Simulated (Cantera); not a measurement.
A closed system holds: 1 mol Si₂H₆, 8.6 mol O₂, 6.1 mol H₂, equilibrated at 425 °C and 50000 Pa.

Equilibrium computed with Cantera from the NASA thermochemical tables; the gas is ideal and each condensed phase is pure. Candidate condensed phases: H₂O, Si, SiO₂; 18 gas species. The feed counts by its element totals alone. The numbers say what is thermodynamically allowed, not how fast it happens.

Q: What is the equilibrium state?

A: 
| Property | Value |
|---|---|
| x(H₂O) | 0.816 |
| x(O₂) | 0.184 |
| n(SiO₂(α-quartz)) | 2.00 mol |
| gas amount | 11.15 mol |
| log10 activity of Si(s) (absent) | -57.61 |
